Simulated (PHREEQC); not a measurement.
A solution holds 6.3 mmol/kgw HCl and 0.95 mmol/kgw FeCl3, at 20 °C. Closed to the air; pH follows from the charge balance.

Equilibrium calculation in PHREEQC: ion-association model, phreeqc.dat.

Each row changes one thing in this solution. This is a speciation only: nothing precipitates in the calculation.

```csv
case,pH,ionic strength (mol/kgw)
as made,2.22,0.0112
HCl left out,…,…
FeCl3 replaced by LiCl at the same molality,2.23,0.00725
FeCl3 replaced by KCl at the same molality,2.23,0.00725
temperature from 20 to 65 °C,…,…
temperature from 20 to 45 °C,2.20,0.0106
FeCl3 from 0.00095 to 0.000475 mol/kgw,2.23,…
```

**Question.** Complete the blanks.

**Answer.** 
- HCl left out, pH: 3.05
- HCl left out, ionic strength (mol/kgw): 0.00403
- temperature from 20 to 65 °C, pH: 2.19
- temperature from 20 to 65 °C, ionic strength (mol/kgw): 0.0102
- FeCl3 from 0.00095 to 0.000475 mol/kgw, ionic strength (mol/kgw): 0.00872

Complexes and solids missing from the database can't appear. Some of these states are supersaturated (in Hematite (slow to form), Goethite (slow to form), Fe(OH)3(a), for instance). At this temperature some constants are extrapolated from 25 °C, and those without enthalpy data are left unchanged.
